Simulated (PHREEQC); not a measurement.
PHREEQC input (ion-association model, wateq4f.dat):

```
SOLUTION 1
  temp 20
  units mol/kgw
  pH 7 charge
END
SELECTED_OUTPUT 1
  -reset false
  -pH true
  -pe true
  -ionic_strength true
  -water true
  -totals Ca F K S S(-2) S(6)
  -molalities H+ Ca+2 F- K+ SO4-2 CaSO4 KSO4- CaOH+ HSO4- H2S
    HS- S-2 O2 OH- CaF+ CaHSO4+ HF HF2- H2F2
  -equilibrium_phases Fluorite Gypsum Portlandite
PRINT
  -reset false
USE solution 1
REACTION 1
  KHSO4 1
  0 0.0208 0.0417 0.0625 0.0833 0.104 0.125 0.146 0.167 0.188 0.208 0.229 0.25 moles
EQUILIBRIUM_PHASES 1
  Fluorite 0 0.5
  Gypsum 0 0
  Portlandite 0 0
  O2(g) -0.68 10
END
```

Selected output (columns that matter, 9 of 13 rows; KHSO4 added (mol) added in front):

```
KHSO4 added (mol)	pH	mu	Ca	F	K	S	m_H+	m_Ca+2	m_K+	m_SO4-2	m_CaSO4	m_KSO4-	m_HSO4-	Fluorite
0	7.1688	0.00055751	0.00018613	0.00037226	0	0	6.9565e-08	0.00018565	0	0	0	0	0	0.49981
0.0417	1.7676	0.08643	0.0024391	0.0048782	0.0417	0.0417	0.020514	0.0013972	0.039552	0.022059	0.00092804	0.0021478	0.016453	0.49756
0.0625	1.6314	0.12215	0.0031327	0.0062654	0.0625	0.0625	0.028554	0.0017045	0.058715	0.029562	0.0012177	0.003785	0.027726	0.49687
0.0833	1.5357	0.15612	0.0037402	0.0074804	0.0833	0.0833	0.036024	0.0019606	0.0777	0.036192	0.0014583	0.0056003	0.039729	0.49626
0.125	1.4014	0.22083	0.0048015	0.009603	0.125	0.125	0.049917	0.0023797	0.11539	0.047811	0.0018481	0.0096074	0.065161	0.4952
0.167	1.3057	0.28299	0.0057354	0.011471	0.167	0.167	0.062953	0.0027194	0.15301	0.058018	0.0021601	0.013992	0.091975	0.49426
0.188	1.2666	0.31325	0.0061667	0.012333	0.188	0.188	0.069215	0.002867	0.17172	0.062716	0.0022948	0.016283	0.1057	0.49383
0.208	1.2332	0.34166	0.0065597	0.013119	0.208	0.208	0.075053	0.0029966	0.18948	0.066989	0.0024128	0.018516	0.11893	0.49344
0.25	1.1722	0.40024	0.0073377	0.014675	0.25	0.25	0.086978	0.0032393	0.22666	0.075422	0.002633	0.023343	0.14714	0.49266
```

Species that the database lacks are ignored. wateq4f.dat counts part of the HF as a dimer, H2F2, which phreeqc.dat doesn't know; its constant is uncertain.
